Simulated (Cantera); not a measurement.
## Equilibrium for chlorosilane synthesis and conversion: Si + Cl2 + H2

Feed: 1 mol Si, 0.94 mol Cl2, 0.53 mol H2, at 345 Torr.

Cantera equilibrium calculation (NASA polynomials, part measured and part estimated; ideal gas, pure solids and liquids). Candidate condensed phases: Si; 19 gas species. The tables' values for SiCl3 are old estimates; treat these amounts as uncertain. Equilibrium is a limit: real reactors are often held back by kinetics, nucleation or transport.

From 625 K to 950 K the condensed part is Si(s). The main Si-bearing gas is SiCl4 throughout.

```tsv
T (K)	x H2	x SiCl4	x SiHCl3	x HCl	x SiH2Cl2	x SiCl3	n Si(s)
625	0.488	0.399	0.112	8.43e-5	0.00169	1.77e-6	0.502
650	0.488	0.400	0.110	0.000144	0.00177	3.87e-6	0.502
675	0.488	0.400	0.109	0.000235	0.00184	8.00e-6	0.503
700	0.489	0.401	0.108	0.000372	0.00191	1.57e-5	0.503
725	0.489	0.402	0.107	0.000568	0.00197	2.93e-5	0.503
750	0.489	0.402	0.105	0.000845	0.00203	5.25e-5	0.504
775	0.489	0.403	0.104	0.00122	0.00208	9.05e-5	0.504
800	0.489	0.403	0.103	0.00173	0.00214	0.000151	0.504
825	0.489	0.404	0.102	0.00239	0.00218	0.000243	0.505
850	0.489	0.404	0.101	0.00324	0.00223	0.000382	0.505
875	0.489	0.404	0.100	0.00432	0.00227	0.000583	0.505
900	0.488	0.404	0.0990	0.00566	0.00230	0.000869	0.506
925	0.487	0.404	0.0979	0.00730	0.00233	0.00127	0.506
950	0.486	0.403	0.0968	0.00929	0.00236	0.00181	0.507
```
x: gas mole fraction; n: condensed amount in mol.
